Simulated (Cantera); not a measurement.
A Cantera script and its output.

```python
import numpy as np
import cantera as ct

gas = ct.Solution("SiF4_NH3_mec.yaml", "gas")
gas.TPX = 1900, 2300, {'NH3': 1, 'N2': 0.18}
reactor = ct.IdealGasConstPressureReactor(gas, energy="off", clone=False)
net = ct.ReactorNet([reactor])
net.rtol, net.atol = 1e-08, 1e-18
show = ['NH3', 'N2', 'NH2', 'H2', 'N2H2']
times = np.geomspace(2e-06, 40, 15)

steps = ct.SolutionArray(gas, extra=["t"])
rows = []
print(f"{'t/s':>10s}{'T/K':>9s}{'P/Pa':>11s}" + "".join(f"{s:>11s}" for s in show))
for t in times:
    while net.time < t:
        t_next = net.step()
        steps.append(gas.state, t=t_next)
    rows.append([np.interp(t, steps.t, y) for y in (steps.T, steps.P, *steps(*show).X.T)])
    print(f"{t:10.3e}{rows[-1][0]:9.1f}{rows[-1][1]:11.4g}" + "".join(f"{x:11.3e}" for x in rows[-1][2:]))
rate = np.gradient(steps.T, steps.t)
print("integrator steps:", len(steps.t))
if steps.T.max() > steps.T[0] + 200:
    print(f"time of steepest temperature rise: {steps.t[rate.argmax()]:.4e} s")
gas.TPX = 1900, 2300, {'NH3': 1, 'N2': 0.18}
gas.equilibrate("TP")
print(f"equilibrium (TP): T = {gas.T:.1f} K  " + "  ".join(f"{s} {gas[s].X[0]:.3e}" for s in show))
```

Output:

```
       t/s      T/K       P/Pa        NH3         N2        NH2         H2       N2H2
 2.000e-06   1900.0       2300  8.475e-01  1.525e-01  1.689e-07  3.795e-08  1.264e-15
 6.646e-06   1900.0       2300  8.475e-01  1.525e-01  7.066e-07  2.713e-07  7.031e-14
 2.208e-05   1900.0       2300  8.475e-01  1.525e-01  2.713e-06  1.266e-06  3.473e-12
 7.337e-05   1900.0       2300  8.474e-01  1.525e-01  9.431e-06  4.626e-06  1.244e-10
 2.438e-04   1900.0       2300  8.474e-01  1.525e-01  3.174e-05  1.580e-05  3.100e-09
 8.101e-04   1900.0       2300  8.473e-01  1.525e-01  1.056e-04  5.345e-05  5.246e-08
 2.692e-03   1900.0       2300  8.469e-01  1.525e-01  3.455e-04  2.033e-04  7.380e-07
 8.944e-03   1900.0       2300  8.449e-01  1.527e-01  9.066e-04  1.466e-03  5.885e-06
 2.972e-02   1900.0       2300  8.348e-01  1.545e-01  1.050e-03  9.592e-03  8.350e-06
 9.875e-02   1900.0       2300  8.012e-01  1.609e-01  9.738e-04  3.694e-02  7.834e-06
 3.281e-01   1900.0       2300  7.013e-01  1.797e-01  8.362e-04  1.181e-01  6.298e-06
 1.090e+00   1900.0       2300  4.717e-01  2.230e-01  6.150e-04  3.046e-01  3.443e-06
 3.623e+00   1900.0       2300  1.720e-01  2.794e-01  3.029e-04  5.479e-01  8.825e-07
 1.204e+01   1900.0       2300  1.761e-02  3.085e-01  6.217e-05  6.730e-01  5.483e-08
 4.000e+01   1900.0       2300  2.905e-05  3.112e-01  5.131e-07  6.844e-01  9.584e-12
integrator steps: 1690
equilibrium (TP): T = 1900.0 K  NH3 1.731e-07  N2 3.112e-01  NH2 3.086e-09  H2 6.844e-01  N2H2 7.534e-15
```

Model: the gas-phase N/H chemistry of the illustrative SiF4/NH3 mechanism in the Surface Chemkin manual (1991), integrated in Cantera. Walls and surfaces, which speed up NH3 decomposition in real reactors, are not modelled.
